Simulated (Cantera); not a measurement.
Charge: 1 mol FeS, 2500 mol H₂, 0.7 mol N₂, held at 0.660 Torr.

Equilibrium computed with Cantera from the NASA thermochemical tables; the gas is ideal and each condensed phase is pure. Candidate condensed phases: Fe, FeS, FeS₂, S; 16 gas species. Equilibrium is a limit: real reactors are often held back by kinetics, nucleation or transport.

x: gas mole fraction; n: condensed amount in mol.

```json
[
 {"T (°C)": "1152", "x H₂": "0.999", "x H": "0.000230", "x Fe": "3.18e-5", "x H₂S": "?", "n Fe(γ)": "0.921"},
 {"T (°C)": "1227", "x H₂": "0.999", "x H": "0.000593", "x Fe": "0.000170", "x H₂S": "?", "n Fe(γ)": "0.574"},
 {"T (°C)": "1302", "x H₂": "0.998", "x H": "0.00140", "x Fe": "0.000399", "x H₂S": "?", "n Fe(γ)": "0"},
 {"T (°C)": "1377", "x H₂": "0.996", "x H": "0.00306", "x Fe": "0.000399", "x H₂S": "?", "n Fe(γ)": "0"},
 {"T (°C)": "1452", "x H₂": "0.993", "x H": "0.00624", "x Fe": "0.000398", "x H₂S": "?", "n Fe(γ)": "0"},
 {"T (°C)": "1527", "x H₂": "0.987", "x H": "0.0120", "x Fe": "0.000397", "x H₂S": "?", "n Fe(γ)": "0"},
 {"T (°C)": "1602", "x H₂": "0.977", "x H": "0.0218", "x Fe": "0.000395", "x H₂S": "?", "n Fe(γ)": "0"},
 {"T (°C)": "1677", "x H₂": "0.961", "x H": "0.0379", "x Fe": "0.000392", "x H₂S": "?", "n Fe(γ)": "0"},
 {"T (°C)": "1752", "x H₂": "0.936", "x H": "0.0628", "x Fe": "0.000387", "x H₂S": "?", "n Fe(γ)": "0"},
 {"T (°C)": "1827", "x H₂": "0.899", "x H": "0.0996", "x Fe": "0.000380", "x H₂S": "?", "n Fe(γ)": "0"},
 {"T (°C)": "1902", "x H₂": "0.848", "x H": "0.151", "x Fe": "0.000369", "x H₂S": "?", "n Fe(γ)": "0"}
]
```

Q: Fill in the missing entries.

A: 
- 1152, x H₂S: 0.000361
- 1227, x H₂S: 0.000328
- 1302, x H₂S: 0.000281
- 1377, x H₂S: 0.000226
- 1452, x H₂S: 0.000169
- 1527, x H₂S: 0.000117
- 1602, x H₂S: 7.59e-5
- 1677, x H₂S: 4.65e-5
- 1752, x H₂S: 2.72e-5
- 1827, x H₂S: 1.55e-5
- 1902, x H₂S: 8.56e-6
